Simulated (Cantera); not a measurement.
Cantera run, input and output.

```python
import numpy as np
import cantera as ct

gas = ct.Solution("h2o2.yaml")
gas.TPX = 1475, 1000000, {'H2': 1, 'O2': 0.794, 'N2': 2.98}
reactor = ct.IdealGasConstPressureReactor(gas, energy="on", clone=False)
net = ct.ReactorNet([reactor])
net.rtol, net.atol = 1e-08, 1e-16
show = ['H2', 'O2', 'OH', 'O', 'H2O2', 'H2O', 'H']
times = np.geomspace(3e-06, 0.5, 11)

steps = ct.SolutionArray(gas, extra=["t"])
rows = []
print(f"{'t/s':>10s}{'T/K':>9s}{'P/Pa':>11s}" + "".join(f"{s:>11s}" for s in show))
for t in times:
    while net.time < t:
        t_next = net.step()
        steps.append(gas.state, t=t_next)
    rows.append([np.interp(t, steps.t, y) for y in (steps.T, steps.P, *steps(*show).X.T)])
    print(f"{t:10.3e}{rows[-1][0]:9.1f}{rows[-1][1]:11.4g}" + "".join(f"{x:11.3e}" for x in rows[-1][2:]))
rate = np.gradient(steps.T, steps.t)
print("integrator steps:", len(steps.t))
if steps.T.max() > steps.T[0] + 200:
    print(f"time of steepest temperature rise: {steps.t[rate.argmax()]:.4e} s")
gas.TPX = 1475, 1000000, {'H2': 1, 'O2': 0.794, 'N2': 2.98}
gas.equilibrate("HP")
print(f"equilibrium (HP): T = {gas.T:.1f} K  " + "  ".join(f"{s} {gas[s].X[0]:.3e}" for s in show))
```

Result:

```
       t/s      T/K       P/Pa         H2         O2         OH          O       H2O2        H2O          H
 3.000e-06   2587.3      1e+06  1.430e-02  6.395e-02  2.730e-02  1.102e-02  1.676e-06  1.956e-01  8.653e-03
 9.984e-06   2779.8      1e+06  5.508e-03  6.426e-02  1.962e-02  4.090e-03  2.086e-06  2.151e-01  1.823e-03
 3.323e-05   2780.8      1e+06  5.461e-03  6.427e-02  1.956e-02  4.057e-03  2.095e-06  2.152e-01  1.799e-03
 1.106e-04   2780.8      1e+06  5.461e-03  6.427e-02  1.956e-02  4.057e-03  2.095e-06  2.152e-01  1.799e-03
 3.680e-04   2780.8      1e+06  5.461e-03  6.427e-02  1.956e-02  4.057e-03  2.095e-06  2.152e-01  1.799e-03
 1.225e-03   2780.8      1e+06  5.461e-03  6.427e-02  1.956e-02  4.057e-03  2.095e-06  2.152e-01  1.799e-03
 4.076e-03   2780.8      1e+06  5.461e-03  6.427e-02  1.956e-02  4.057e-03  2.095e-06  2.152e-01  1.799e-03
 1.356e-02   2780.8      1e+06  5.461e-03  6.427e-02  1.956e-02  4.057e-03  2.095e-06  2.152e-01  1.799e-03
 4.514e-02   2780.8      1e+06  5.461e-03  6.427e-02  1.956e-02  4.057e-03  2.095e-06  2.152e-01  1.799e-03
 1.502e-01   2780.8      1e+06  5.461e-03  6.427e-02  1.956e-02  4.057e-03  2.095e-06  2.152e-01  1.799e-03
 5.000e-01   2780.8      1e+06  5.461e-03  6.427e-02  1.956e-02  4.057e-03  2.095e-06  2.152e-01  1.799e-03
integrator steps: 1013
time of steepest temperature rise: 1.6871e-06 s
equilibrium (HP): T = 2780.8 K  H2 5.461e-03  O2 6.427e-02  OH 1.956e-02  O 4.057e-03  H2O2 2.095e-06  H2O 2.152e-01  H 1.799e-03
```

Detailed kinetics in Cantera: the H2/O2 subset of GRI-Mech 3.0, which has no nitrogen chemistry. The hydrogen kinetics of GRI-Mech 3.0 are dated; newer H2 mechanisms differ, most at raised pressure.
